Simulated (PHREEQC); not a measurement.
Consider water at 32 °C with 0.27 mol/kgw CuSO4, 0.0015 mol/kgw H2SO4 and 0.53 mol/kgw KCl. Closed to the air; pH follows from the charge balance.

Model: ion-association model, phreeqc.dat, run in PHREEQC.

```csv
quantity,before,after
pH,3.12,3.00
Cl- (mol/kgw),0.474,0.495
K+ (mol/kgw),0.468,0.491
SO4-2 (mol/kgw),0.124,0.0657
SI of Sylvite (KCl),-2.03,-1.97
```

Question: Which change was made?
A. CuSO4 from 0.27 to 0.135 mol/kgw
B. temperature from 32 to 10 °C
C. diluted 2-fold with water
D. CuSO4 from 0.27 to 0.243 mol/kgw
E. H2SO4 replaced by MgSO4 at the same molality

Answer: A, CuSO4 from 0.27 to 0.135 mol/kgw

No solid was allowed to form. The ionic strength passes 0.7 mol/kgw, the rough limit of the ion-association models, in every such run.
